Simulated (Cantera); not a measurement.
Feed: 1 mol Ni, 0.0079 mol H2S, 63 mol N2, held at 1330 Pa.

Equilibrium computed with Cantera from the NASA thermochemical tables; the gas is ideal and each condensed phase is pure. Candidate condensed phases: Ni, NiS, NiS2, Ni3S2, Ni3S4, S; 17 gas species. Equilibrium is a limit: real reactors are often held back by kinetics, nucleation or transport.

Task: Which condensed phases are stable at each of these points (T (K)): 1500, 1525, 1550, 1575, 1600, 1625, 1650, 1675, 1700, 1725, 1750, 1775?

Result: 
```
T (K)  condensed phases  Ni condensed (%)
-----  ----------------  ----------------
1500              Ni(s)             100.0
1525              Ni(s)             100.0
1550              Ni(s)              99.9
1575              Ni(s)              99.9
1600              Ni(s)              99.8
1625              Ni(s)              99.7
1650              Ni(s)              99.4
1675              Ni(s)              99.1
1700              Ni(s)              98.7
1725              Ni(s)              98.0
1750              Ni(l)              97.0
1775              Ni(l)              95.6
```

From 1500 K to 1725 K the condensed part is Ni(s). From 1750 K to 1775 K the condensed part is Ni(l).
